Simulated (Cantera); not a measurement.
Input: 1 mol TiCl4, 0.12 mol C3H8, at 1600 K and 0.315 Torr.

Method: chemical equilibrium by Gibbs-energy minimisation in Cantera with the NASA 1993 tables (ideal gas, pure condensed phases). Candidate condensed phases: C, C6H6, C7H8, C8H18, Ti, TiC, TiCl2, TiCl3, TiCl4; 96 gas species. The tables' values for TiCl2 are old estimates; treat these amounts as uncertain. TiC: taken at fixed stoichiometry. Equilibrium is a limit: real reactors are often held back by kinetics, nucleation or transport.

Base state: HCl 0.472, TiCl3 0.433, TiCl4 0.0660, H2 0.0112, Cl 0.00935, TiCl2 0.00816, H 0.000281 (mole fractions); condensed: C(graphite) + TiC(s).

What changes in the equilibrium state with this change: C3H8 from 0.12 to 0.061 mol?


```tsv
species	before	after
TiCl3	0.433	0.358
HCl	0.472	0.312
TiCl4	0.0660	0.281
H2	0.0112	0.000184
Cl	0.00935	0.0482
Cl2	3.04e-6	8.09e-5
H	0.000281	3.60e-5
TiCl2	0.00816	0.00131
C(graphite), mol	0.345	0.183
TiC(s), mol	0.0154	0
```

What changes in the equilibrium state with this change: C3H8 from 0.12 to 2.9 mol?


```tsv
species	before	after
H2	0.0112	0.705
HCl	0.472	0.292
H	0.000281	0.00223
TiCl3	0.433	0.000207
TiCl4	0.0660	2.46e-6
TiCl2	0.00816	4.98e-5
C2H2 (acetylene)	3.08e-7	1.94e-5
Cl	0.00935	0.000731
C(graphite), mol	0.345	7.70
TiC(s), mol	0.0154	0.996
```
